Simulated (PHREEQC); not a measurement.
A solution holds 0.00176 mol (NH4)2HPO4 per kg of water, at 73 °C. Closed to the air; pH follows from the charge balance.

The numbers come from PHREEQC with the ion-association model, phreeqc.dat.

Problem. The ionic strength comes out as 0.00412 mol/kgw. What activity coefficients do HPO4-2, OH-, NH4+, H2PO4- get?

Solution. HPO4-2 0.74, OH- 0.92, NH4+ 0.92, H2PO4- 0.93.

Precipitation was switched off in this run. Away from 25 °C the constants follow the database's enthalpies or fits; those with neither stay at their 25 °C values.
